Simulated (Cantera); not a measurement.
Mixture: CH4 : O2 : N2 : H2O = 1 : 2.9 : 10.9 : 0.026 (molar parts), equivalence ratio 0.69, at 0.940 bar, adiabatic and at constant pressure. Ignition delay is the time to a rise of 400 K.

Model: GRI-Mech 3.0 (53 species, 325 reactions), integrated in Cantera.

Question: Predict: delay at 1000 K; delay at 1100 K; delay at 1200 K; delay at 1300 K; apparent activation energy between 1250 and 1350 K.

Answer: 
| Quantity | Value |
|---|---|
| delay at 1000 K | 0.979 s |
| delay at 1100 K | 0.182 s |
| delay at 1200 K | 39.9 ms |
| delay at 1300 K | 10.2 ms |
| apparent activation energy between 1250 and 1350 K | 180 kJ/mol |
